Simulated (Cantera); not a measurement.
A closed system holds: 1 mol Si₃N₄, 0.43 mol N₂O, 77 mol N₂, 3 mol H₂O, held at 1548 K and 1.50 Pa.

Cantera equilibrium calculation (NASA polynomials, part measured and part estimated; ideal gas, pure solids and liquids). Candidate condensed phases: H₂O, Si, SiO₂, Si₂N₂O, Si₃N₄; 35 gas species. The tables hold silica as quartz up to 1696 K and as liquid above; real silica turns to tridymite and cristobalite and melts near 1996 K. Kinetics and transport are ignored.

Base state: N₂ 0.933, H₂ 0.0340, SiO 0.0307, H 0.00147, H₂O 0.000486 (mole fractions); condensed: SiO₂(β-quartz).

**Question.** What changes in the equilibrium state with this change: pressure from 1.50 Pa to 1330 Pa?

**Answer.** 
```
species                before    after
-------------------  --------  -------
N₂                      0.933    0.961
H₂                     0.0340   0.0366
SiO                    0.0307  0.00248
H₂O                  0.000486  7.28e-6
H                     0.00147  5.10e-5
SiO₂(β-quartz), mol     0.389     1.22
Si₂N₂O(s), mol              0    0.789
```
Mutual solubility and eutectic melting of coexisting phases are not modelled.
